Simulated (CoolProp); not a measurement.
Vapour-liquid equilibrium of n-hexane (1) + dimethyl carbonate (2) at 140.75 °C; x and y are mole fractions of (1).

The numbers come from the multi-fluid Helmholtz-energy mixture model, Thol 2019 and Zhou 2011; pair parameters Bell 2016 in CoolProp.

```json
[
 {"x": "0.05", "bubble pressure (MPa)": "0.4706", "y at the bubble point": "0.168", "dew pressure at overall composition x (MPa)": "0.4225", "liquid density (mol/L)": "9.666"},
 {"x": "0.15", "bubble pressure (MPa)": "0.5602", "y at the bubble point": "0.347", "dew pressure at overall composition x (MPa)": "0.4626", "liquid density (mol/L)": "9.104"},
 {"x": "0.25", "bubble pressure (MPa)": "0.6143", "y at the bubble point": "0.443", "dew pressure at overall composition x (MPa)": "0.5090", "liquid density (mol/L)": "8.594"},
 {"x": "0.35", "bubble pressure (MPa)": "0.6484", "y at the bubble point": "0.508", "dew pressure at overall composition x (MPa)": "0.5619", "liquid density (mol/L)": "8.135"},
 {"x": "0.45", "bubble pressure (MPa)": "0.6708", "y at the bubble point": "0.561", "dew pressure at overall composition x (MPa)": "0.6180", "liquid density (mol/L)": "7.723"},
 {"x": "0.55", "bubble pressure (MPa)": "0.6851", "y at the bubble point": "0.611", "dew pressure at overall composition x (MPa)": "0.6666", "liquid density (mol/L)": "7.356"},
 {"x": "0.65", "bubble pressure (MPa)": "0.6922", "y at the bubble point": "0.665", "dew pressure at overall composition x (MPa)": "0.6910", "liquid density (mol/L)": "7.031"},
 {"x": "0.75", "bubble pressure (MPa)": "0.6910", "y at the bubble point": "0.729", "dew pressure at overall composition x (MPa)": "0.6889", "liquid density (mol/L)": "6.746"},
 {"x": "0.85", "bubble pressure (MPa)": "0.6784", "y at the bubble point": "0.811", "dew pressure at overall composition x (MPa)": "0.6695", "liquid density (mol/L)": "6.497"},
 {"x": "0.95", "bubble pressure (MPa)": "0.6492", "y at the bubble point": "0.925", "dew pressure at overall composition x (MPa)": "0.6417", "liquid density (mol/L)": "6.281"}
]
```

y crosses x between x = 0.65 and 0.75: the model has an azeotrope there.

The pair parameters rest on a limited set of measurements; away from them the model extrapolates.
